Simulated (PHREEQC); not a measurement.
Make-up at 60 °C: 42 mmol/kgw Na3PO4, 1.2 mmol/kgw H2SiF6 and 0.28 mmol/kgw Na2HPO4. Closed to the air; pH follows from the charge balance.

The numbers come from PHREEQC with the ion-association model, phreeqc.dat.

Precipitation was switched off in this run.

Problem. What pH, ionic strength does the model give?

Solution. pH 11.09; ionic strength 0.198 mol/kgw.

Problem. In which forms is F present?

Solution. F- 97 %, NaF 3.4 % of the F.

Constants without temperature data keep their 25 °C values here. SiF6-2 is the database's only silicon fluoride.
